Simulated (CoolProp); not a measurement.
R21 along the isotherm 473 K: Z from the reference equation and from simpler models built on Tc = 452.7 K, pc = 5289 kPa, ω = 0.206; each cubic takes its own stable root.

Values from CoolProp's reference Helmholtz-energy equation of state, Platzer 1990. This equation is an older, rougher fit; its heat capacities, sound speeds and derivatives of the liquid may be far off and weren't checked against measurements.

```csv
p (kPa),phase,reference,van der Waals,Peng-Robinson
25.1,gas,0.9986,0.9987,0.9984
57.1,gas,0.9969,0.9971,0.9964
130,gas,0.9929,0.9934,0.9918
296,gas,0.9837,0.9849,0.9813
673,gas,0.9623,0.9651,0.9570
1530,gas,0.9105,0.9173,0.8998
3490,gas,0.7705,0.7876,0.7539
7930,supercritical,0.3037,0.3730,0.3294
```
